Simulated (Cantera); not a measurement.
Equilibrium for nitride etching: Si3N4 + H2O + N2

Input: 1 mol Si3N4, 1.4 mol H2O, 42 mol N2, held at 1475 °C and 133 Pa.

Method: chemical equilibrium by Gibbs-energy minimisation in Cantera with the NASA 1993 tables (ideal gas, pure condensed phases). Candidate condensed phases: H2O, Si, SiO2, Si2N2O, Si3N4; 35 gas species. The tables' values for SiN are old estimates; treat these amounts as uncertain. The numbers say what is thermodynamically allowed, not how fast it happens.

The x(N2) is 0.939, the x(SiO) comes out as 0.0299 and the x(H2) is 0.0293. The x(Si) is 0.00109. The x(H) is 0.00107 and the x(Si2N) is 3.42e-5. The x(SiN) is 2.01e-5 and the x(SiH) is 9.10e-6. The x(Si2) comes out as 5.63e-6 and the n(Si(l)) comes out as 1.54 mol. The gas amount is 46.88 mol.
